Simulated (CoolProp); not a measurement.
A single-stage vapour-compression cycle with carbon dioxide: evaporating at 226.15 K (dew point), condensing at 272.15 K (bubble point), superheat 10 K, subcooling 2 K, compressor efficiency 0.85, no pressure losses. Each further row changes one setting.

The numbers come from the reference Helmholtz-energy equation of state, Span 1996 in CoolProp.

| case | cooling COP | pressure ratio | discharge temperature (K) | refrigerating effect (kJ/kg) | volumetric capacity (kJ/m³) |
|---|---|---|---|---|---|
| as stated | 2.98 | 4.41 | 349.5 | 251 | 4750 |
| evaporating temperature 231.15 K | 3.50 | 3.64 | 339.7 | 252 | 5750 |
| condensing temperature 267.15 K | 3.48 | 3.85 | 337.9 | 262 | 4970 |
| subcooling 7 K | 3.12 | 4.41 | 349.5 | 262 | 4970 |
| superheat 20 K | 2.93 | 4.41 | 362.7 | 260 | 4660 |
| compressor efficiency 0.75 | 2.63 | 4.41 | 360.0 | 251 | 4750 |
